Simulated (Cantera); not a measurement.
An isothermal plug-flow reactor at 900 K and 1.01 bar (inlet), inlet velocity 0.19 m/s, active area per volume 340 1/m; feed CO : O2 : N2 = 0.0059 : 0.041 : 0.79 (molar parts), equivalence ratio 0.072.

Computed with Cantera and Deutschmann's 1995 Pt surface mechanism with GRI-Mech 3.0 gas chemistry. Catalytic surfaces can have several steady states; this one follows from the mechanism file's or the stated starting coverage. Mass transfer to the wall is taken as infinitely fast.

x: gas mole fraction; θ: surface coverage.

| z (m) | x CO | x O2 | x H2O | x CO2 | θ free Pt | θ O* |
|---|---|---|---|---|---|---|
| 8.3e-05 | ? | 0.0460 | <1e-12 | 0.00635 | 0.144 | 0.856 |
| 0.00016 | ? | 0.0458 | <1e-12 | 0.00677 | 0.135 | 0.865 |
| 0.00031 | ? | 0.0457 | <1e-12 | 0.00701 | 0.131 | 0.869 |
| 0.0006 | ? | 0.0456 | <1e-12 | 0.00707 | 0.130 | 0.870 |
| 0.0012 | ? | 0.0456 | <1e-12 | 0.00707 | 0.130 | 0.870 |
| 0.0022 | <1e-12 | 0.0456 | <1e-12 | 0.00707 | 0.130 | 0.870 |
| 0.0043 | <1e-12 | 0.0456 | <1e-12 | 0.00707 | 0.130 | 0.870 |
| 0.0083 | <1e-12 | 0.0456 | <1e-12 | 0.00707 | 0.130 | 0.870 |

Question: Some entries are withheld; supply them.

Answer: 
- 8.3e-05, x CO: 0.000727
- 0.00016, x CO: 0.000301
- 0.00031, x CO: 6.27e-5
- 0.0006, x CO: 3.32e-6
- 0.0012, x CO: 7.79e-9
